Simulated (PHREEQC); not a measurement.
Solution (38 °C): 0.0074 mol Cu(BF4)2, 4.3e-05 mol HCl and 0.0011 mol Na2SO4 per kg of water. Closed to the air; pH follows from the charge balance.

The numbers come from PHREEQC with the ion-association model, wateq4f.dat.

```csv
quantity,before,after
pH,2.92,2.99
ionic strength (mol/kgw),0.0251,0.0132
BF4- (mol/kgw),0.0117,0.00513
HF (mol/kgw),0.00498,0.00404
BF3OH- (mol/kgw),0.00111,0.000601
SI of CuF2:2H2O (CuF2:2H2O),-3.07,-3.36
SI of Chalcanthite (CuSO4:5H2O),-3.24,-3.67
```

Question: Which change was made?
(A) HCl left out
(B) Na2SO4 from 0.0011 to 0.00099 mol/kgw
(C) diluted 2-fold with water
(D) HCl replaced by ZnCl2 at the same molality

Answer: C, diluted 2-fold with water

Precipitation was switched off in this run. At this temperature some constants are extrapolated from 25 °C, and those without enthalpy data are left unchanged. Real BF4- forms and hydrolyses slowly; the run takes it at equilibrium.
